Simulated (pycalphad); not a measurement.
## Effect of Si content in Al-Si-Fe

Computed with pycalphad from the COST 507 light-alloy database (1999), at 1 atm. The database dates from 1999; later assessments differ in places, in temperatures and in the compounds included. Phase fractions are per mole of atoms.

| alloy | liquidus (K) | first solid | solidus (K) | phases at 875 K |
|---|---|---|---|---|
| Al-0.73Si-0.39Fe (at.%) | 926 | FCC_A1 | 894 | FCC_A1 0.98, ALFESI_ALPHA 0.02, ALFESI_BETA 0.01 |
| Al-1.46Si-0.39Fe (at.%) | 922 | FCC_A1 | 868 | FCC_A1 0.95, ALFESI_BETA 0.02, LIQUID 0.02 |
| Al-2.19Si-0.39Fe (at.%) | 918 | FCC_A1 | 849 | FCC_A1 0.86, LIQUID 0.12, ALFESI_BETA 0.02 |
| Al-2.92Si-0.39Fe (at.%) | 913 | FCC_A1 | 849 | FCC_A1 0.76, LIQUID 0.23, ALFESI_BETA 0.02 |
| Al-4.38Si-0.39Fe (at.%) | 904 | FCC_A1 | 849 | FCC_A1 0.56, LIQUID 0.43, ALFESI_BETA 0.01 |
| Al-5.84Si-0.39Fe (at.%) | 894 | FCC_A1 | 849 | LIQUID 0.64, FCC_A1 0.36, ALFESI_BETA 0.01 |

Database names, with the compositions (at.%) that they take in these runs: ALFESI_ALPHA: Al 73 Fe 19 Si 8; ALFESI_BETA: Al 70 Si 15 Fe 15. FCC_A1 is fcc.
